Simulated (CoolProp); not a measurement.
20 sccm (0 °C, 1 atm) of nitrogen bubbles through liquid decamethyltetrasiloxane (MD2M) at 316.4 K and leaves saturated at a total pressure of 0.00595 MPa (ideal gas phase). Each further row changes one setting.

The numbers come from the reference Helmholtz-energy equation of state, Thol 2017 in CoolProp.

```
case                       vapour pressure (kPa)  mole fraction of vapour  delivery (mg/min)  delivery (sccm)  change of delivery for a bath 1 K warmer (%)
-------------------------  ---------------------  -----------------------  -----------------  ---------------  --------------------------------------------
as stated                                  0.202                   0.0340               9.75            0.703                                           7.3
bath temperature 321.4 K                   0.283                      ___                ___              ___                                           ___
total pressure 0.0119 MPa                  0.202                   0.0170               4.79            0.346                                           ___
```

Q: Some entries are withheld; supply them.

A: 
- bath temperature 321.4 K, mole fraction of vapour: 0.0475
- bath temperature 321.4 K, delivery (mg/min): 13.8
- bath temperature 321.4 K, delivery (sccm): 0.997
- bath temperature 321.4 K, change of delivery for a bath 1 K warmer (%): 7.1
- total pressure 0.0119 MPa, change of delivery for a bath 1 K warmer (%): 7.2
